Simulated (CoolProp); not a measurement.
Saturation properties of R365MFC (Tc = 186.9 °C, pc = 32.66 bar, ω = 0.377).

Model: reference Helmholtz-energy equation of state, Lemmon 2016, in CoolProp.

| T (°C) | p (bar) | enthalpy of vaporisation (kJ/kg) | liquid cp (kJ/(kg K)) |
|---|---|---|---|
| 93.75 | 5.036 | 158.2 | 1.547 |
| 101.55 | 6.093 | 153.0 | 1.575 |
| 109.35 | 7.310 | 147.5 | 1.605 |
| 117.05 | ? | 141.7 | 1.639 |
| 124.85 | 10.27 | 135.4 | 1.679 |
| 132.65 | 12.07 | 128.6 | ? |
| 140.35 | 14.07 | ? | 1.785 |
| 148.15 | 16.35 | 113.0 | 1.861 |
| 155.95 | 18.92 | 103.6 | 1.968 |

Q: Complete the blanks.

A: 
- 117.05, p (bar): 8.685
- 132.65, liquid cp (kJ/(kg K)): 1.727
- 140.35, enthalpy of vaporisation (kJ/kg): 121.2

It boils at 40.2 °C under 1 atm.
